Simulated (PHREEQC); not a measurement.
A solution holds 48 mmol/kgw KHCO3, 0.24 mmol/kgw Na2CO3 and 0.031 mmol/kgw NaCl, at 20 °C. Closed to the air; pH follows from the charge balance.

The numbers come from PHREEQC with the ion-association model, phreeqc.dat.

```json
{
  "pH": "8.30",
  "ionic_strength": "0.0492 mol/kgw",
  "specific_conductance": "4440 µS/cm",
  "total_alkalinity": "48.5 meq/kg"
}
```

```
species  molality  activity   log γ
-------  --------  --------  ------
K+         0.0480    0.0391  -0.089
HCO3-      0.0471    0.0391  -0.081
CO3-2    0.000698  0.000332  -0.322
Na+      0.000499  0.000413  -0.082
CO2      0.000462  0.000467   0.005
Cl-       3.10e-5   2.53e-5  -0.088
NaHCO3    9.24e-6   9.34e-6   0.005
NaCO3-    2.40e-6   1.98e-6  -0.084
OH-       1.70e-6   1.38e-6  -0.089
```

Precipitation was switched off in this run. Species that the database lacks are ignored.
